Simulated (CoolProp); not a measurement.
C2F6 (R116) at several states: density (kg/m³) from the reference equation and from simpler models built on Tc = 19.9 °C, pc = 30.48 bar, ω = 0.257; each cubic takes its own stable root.

Model: reference Helmholtz-energy equation of state, Lemmon 2006, in CoolProp. It is a short technical equation, of lower accuracy than the large ones.

```
T (°C)  p (bar)          phase  reference
------  -------  -------------  ---------
-33.65      1.9            gas      13.75
-84.65     0.22            gas      1.958
-82.55    0.182            gas      1.598
-64.85     2.01         liquid       1545
18.85      4.26            gas      25.46
77.65      39.9  supercritical      253.2
```

Task: How far does each simpler model (van der Waals, Redlich-Kwong, Soave-Redlich-Kwong) lie from the reference over these 6 states: mean and median of the absolute difference, and the worst?

Result: 
- van der Waals: mean 18.3 %, median 0.9 %, worst -98.9 % at -64.85 °C and 2.01 bar
- Redlich-Kwong: mean 17.4 %, median 0.3 %, worst -98.9 % at -64.85 °C and 2.01 bar
- Soave-Redlich-Kwong: mean 1.1 %, median 0.1 %, worst -4.8 % at -64.85 °C and 2.01 bar

At some of these states van der Waals, Redlich-Kwong gives the other phase, because its saturation line lies elsewhere.
